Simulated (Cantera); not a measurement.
Equilibrium for fluorocarbon and chlorocarbon gases: c-C4F8 + Si

A closed system holds: 1 mol c-C4F8, 0.048 mol Si, held at 1898 K.

Cantera equilibrium calculation (NASA polynomials, part measured and part estimated; ideal gas, pure solids and liquids). Candidate condensed phases: C, Si, SiC; 23 gas species. The feed counts by its element totals alone. Gases not in the tables: C2F6 and larger saturated fluorocarbons. The numbers say what is thermodynamically allowed, not how fast it happens.

From 1.00 Pa to 100000 Pa the condensed part is C(graphite). The main Si-bearing gas is SiF4 throughout.

```
P (Pa)   x CF4       x F    x CF2   x SiF4    x CF3      x CF   x SiF3  n C(graphite)
------  ------  --------  -------  -------  -------  --------  -------  -------------
1       0.0150     0.798    0.177  0.00747  0.00107   0.00217  4.07e-6           2.75
10       0.378     0.318    0.281   0.0148  0.00677  0.000867  2.03e-6           1.84
100      0.777    0.0677    0.127   0.0212  0.00653  0.000185  1.36e-6           1.94
1000     0.916    0.0125   0.0438   0.0232  0.00416   3.42e-5  8.03e-7           2.01
10000    0.957   0.00226   0.0141   0.0238  0.00242   6.15e-6  4.57e-7           2.03
100000   0.970  0.000402  0.00450   0.0239  0.00137   1.10e-6  2.58e-7           2.04
```
x: gas mole fraction; n: condensed amount in mol.
